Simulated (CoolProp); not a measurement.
Fluorine at 295 K and 0.165 MPa is throttled through a valve to 0.0519 MPa with no heat exchange. Each further row changes one setting.

Model: reference Helmholtz-energy equation of state, de Reuck 1990, in CoolProp.

| case | temperature change (K) | final density (kg/m³) |
|---|---|---|
| as stated | -0.2 | … |
| outlet pressure 0.0156 MPa | … | … |
| outlet pressure 0.0675 MPa | -0.2 | … |

Task: Fill in the missing entries.

Result: 
- as stated, final density (kg/m³): 0.805
- outlet pressure 0.0156 MPa, temperature change (K): -0.3
- outlet pressure 0.0156 MPa, final density (kg/m³): 0.242
- outlet pressure 0.0675 MPa, final density (kg/m³): 1.05
